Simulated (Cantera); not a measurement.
A freely propagating, adiabatic, planar premixed flame of 11.4 % CH3OH, 15.5 % O2, 58.4 % N2, 14.8 % H2O, equivalence ratio 1.1, unburnt at 548 K and 5.00 bar; mixture-averaged transport, grid criteria slope 0.08 and curve 0.16, no radiation.

Detailed kinetics in Cantera: GRI-Mech 3.0 (53 species, 325 reactions). GRI-Mech 3.0 was tuned for natural gas; its chemistry of methanol as a main component is partial and can be far from experiment. Burning velocities carry a grid error of a few per cent, more on coarse grids.

x: mole fraction of selected species; z is measured from the peak of heat release.

| z (mm) | T (K) | u (m/s) | x CH3OH | x O2 | x H2O | x CO2 | x C2H6 | x OH |
|---|---|---|---|---|---|---|---|---|
| -0.305 | 548 | 0.566 | 0.114 | 0.154 | 0.148 | 9.82e-7 | <1e-8 | <1e-8 |
| -0.203 | 551 | 0.571 | 0.113 | 0.154 | 0.148 | 1.56e-5 | <1e-8 | <1e-8 |
| -0.152 | 563 | 0.585 | 0.112 | 0.152 | 0.150 | 9.62e-5 | <1e-8 | <1e-8 |
| -0.102 | 628 | 0.661 | 0.108 | 0.146 | 0.160 | 0.000828 | <1e-8 | <1e-8 |
| -0.0508 | 933 | 1.01 | 0.0819 | 0.117 | 0.201 | 0.00674 | 5.91e-8 | 1.81e-8 |
| -0.0254 | 1256 | 1.39 | 0.0466 | 0.0858 | 0.243 | 0.0161 | 1.49e-7 | 1.05e-5 |
| 0 | (withheld) | 1.85 | (withheld) | (withheld) | 0.291 | (withheld) | (withheld) | (withheld) |
| 0.0254 | 1812 | 2.05 | 1.71e-5 | 0.0241 | 0.313 | 0.0524 | <1e-8 | 0.00383 |
| 0.0508 | 1906 | 2.15 | 7.72e-8 | 0.0137 | 0.320 | 0.0666 | <1e-8 | 0.00530 |
| 0.102 | 2000 | 2.24 | <1e-8 | (withheld) | 0.325 | 0.0788 | <1e-8 | 0.00513 |
| 0.203 | 2071 | 2.30 | <1e-8 | 0.00328 | 0.330 | 0.0845 | <1e-8 | 0.00381 |
| 0.406 | 2113 | 2.35 | <1e-8 | 0.00137 | 0.334 | 0.0867 | <1e-8 | 0.00248 |
| 0.813 | 2134 | 2.37 | <1e-8 | 0.000511 | 0.336 | 0.0878 | <1e-8 | 0.00152 |

**Question.** Some entries are withheld; supply them.

**Answer.** 
- 0, T (K): 1629
- 0, x CH3OH: 0.00529
- 0, x O2: 0.0472
- 0, x CO2: 0.0326
- 0, x C2H6: 2.49e-7
- 0, x OH: 0.000787
- 0.102, x O2: 0.00693
